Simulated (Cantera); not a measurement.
Feed: 1 mol SiO₂, 0.81 mol H₂, 3.2 mol H₂O, at 923 K and 98000 Pa.

These are equilibrium values from Cantera (NASA tables, ideal gas, pure condensed phases), not measurements of a reactor. Candidate condensed phases: H₂O, Si, SiO₂; 18 gas species. Kinetics and transport are ignored.

Base state: H₂O 0.798, H₂ 0.202 (mole fractions); condensed: SiO₂(β-quartz).

**Question.** What changes in the equilibrium state with this change: temperature from 923 K to 2125 K?

**Answer.** 
```tsv
species	before	after
H₂O	0.798	0.796
H₂	0.202	0.201
H	<1e-9	0.00165
OH	<1e-9	0.000808
SiO	<1e-9	0.000116
SiO₂(β-quartz), mol	1.00	0
SiO₂(l), mol	0	1.000
```
The tables hold silica as quartz up to 1696 K and as liquid above; real silica turns to tridymite and cristobalite and melts near 1996 K. Gases not in the tables: Si(OH)₄.
